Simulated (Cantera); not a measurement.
Charge: 1 mol B2O3, 21 mol Cl2, 6.8 mol H2, equilibrated at 1.90 mbar.

Equilibrium computed with Cantera from the NASA thermochemical tables; the gas is ideal and each condensed phase is pure. Candidate condensed phases: B, B2O3, B3O3H3, H2O; 33 gas species. The tables' values for BOCl are old estimates; treat these amounts as uncertain. Kinetics and transport are ignored. All values below are at 1375 K.

Base state: HCl 0.416, Cl2 0.289, Cl 0.288, BOCl 0.00364, O2 0.00133, HBO2 0.00112, BCl3 0.000740, B2O3 0.000692 (mole fractions); condensed: B2O3(l).

**Question.** What changes in the equilibrium state with this change: B2O3 replaced by Al2O3?

**Answer.** 
| species | before | after |
|---|---|---|
| HCl | 0.416 | 0.418 |
| Cl2 | 0.289 | 0.287 |
| Cl | 0.288 | 0.287 |
| AlCl3 | 0 | 0.00402 |
| BOCl | 0.00364 | 0 |
| HBO2 | 0.00112 | 0 |
| BCl3 | 0.000740 | 0 |
| B2O3 | 0.000692 | 0 |
| B3O3Cl3 | 0.000239 | 0 |
| B2O3(l), mol | 0.876 | 0 |
| Al2O3(s), mol | 0 | 0.935 |
Further candidate phases: Al, AlCl3, Al2O3.

**Question.** What changes in the equilibrium state with this change: Cl2 from 21 to 5.4 mol?

**Answer.** 
| species | before | after |
|---|---|---|
| HCl | 0.416 | 0.878 |
| H2 | 8.83e-9 | 0.114 |
| HBO2 | 0.00112 | 0.00324 |
| Cl2 | 0.289 | 9.96e-8 |
| Cl | 0.288 | 0.000169 |
| O2 | 0.00133 | <1e-9 |
| HBO | <1e-9 | 0.000224 |
| ClO | 1.34e-5 | <1e-9 |
| B2O3(l), mol | 0.876 | 0.951 |
Gases not in the tables: BHCl2.
